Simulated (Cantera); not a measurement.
**NO annealing gas**

An isothermal, constant-pressure homogeneous reactor starts with NO : N2 = 1 : 0.39 (molar parts), at 1925 K and 285 Torr.

Cantera simulation using GRI-Mech 3.0 (53 species, 325 reactions); the numbers are that mechanism's predictions, not measurements.

```
t (s)       x NO     x NO2      x O2       x O   x N2     x N2O
--------  ------  --------  --------  --------  -----  --------
2.00e-5    0.719   2.41e-7   6.98e-9   2.37e-6  0.281   2.58e-6
0.000112   0.719   5.42e-6   1.92e-7   9.58e-6  0.281   1.41e-5
0.000632   0.719   5.75e-5   6.97e-6   2.98e-5  0.281   6.91e-5
0.00356    0.718  0.000174  0.000288   6.69e-5  0.281  0.000196
0.0200     0.714  0.000201   0.00267   7.62e-5  0.283  0.000221
0.112      0.687  0.000277    0.0160  0.000103  0.297  0.000201
0.632      0.553  0.000429    0.0824  0.000185  0.363  0.000124
3.56       0.199  0.000267     0.260  0.000309  0.541   1.51e-5
20.0      0.0164   2.56e-5     0.351  0.000356  0.632   3.04e-7
```
x: mole fraction; the columns are a selection and need not sum to one.

Equilibrium at this temperature and pressure: NO 0.00726, NO2 1.14e-5, O2 0.356, O 0.000358, N2 0.637, N2O 2.28e-7 (gas phase only).
